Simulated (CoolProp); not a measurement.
Vapour-liquid equilibrium of R134a (1) + isobutane (2) at 8.65 bar; x and y are mole fractions of (1).

Computed with CoolProp (multi-fluid Helmholtz-energy mixture model, Tillner-Roth 1994 and Bücker 2006; pair parameters Bell 2016).

### Question
Give the bubble temperature and the first vapour's composition at x = 0.05, 0.5, 0.8. Is there an azeotrope?

### Answer
x = 0.05: 324.6 K, y = 0.187; x = 0.5: 303.9 K, y = 0.635; x = 0.8: 303.0 K, y = 0.765. y crosses x between x = 0.65 and 0.725: the model has an azeotrope there.

Pair parameters are fitted to limited data, so mixtures are less certain than the pure fluids. With so large a gap from Raoult's law the liquid may split in two, which this calculation doesn't test in full.
